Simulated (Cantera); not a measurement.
Equilibrium for boron, boron nitride and boron oxide: borazine + O2 + H2

Feed: 1 mol borazine, 0.43 mol O2, 22 mol H2, equilibrated at 1250 K and 1.00 Torr.

Method: chemical equilibrium by Gibbs-energy minimisation in Cantera with the NASA 1993 tables (ideal gas, pure condensed phases). Candidate condensed phases: B, BN, B2O3, B3O3H3, H2O; 39 gas species. The feed counts by its element totals alone. Mutual solubility and eutectic melting of coexisting phases are not modelled. Equilibrium is a limit: real reactors are often held back by kinetics, nucleation or transport.

```json
{
 "x(H2)": "0.988",
 "x(N2)": "0.0112",
 "x(HBO2)": "0.000656",
 "x(HBO)": "0.000258",
 "x(H2O)": "0.000212",
 "x(B2O3)": "3.31e-5",
 "x(H)": "1.32e-5",
 "x(B2O2)": "1.14e-6",
 "n(BN(s))": "2.43 mol",
 "n(B2O3(l))": "0.271 mol",
 "gas_amount": "25.30 mol",
 "log10 activity of B(s) (absent)": "-3.46",
 "log10 activity of B3O3H3(s) (absent)": "-13.84"
}
```
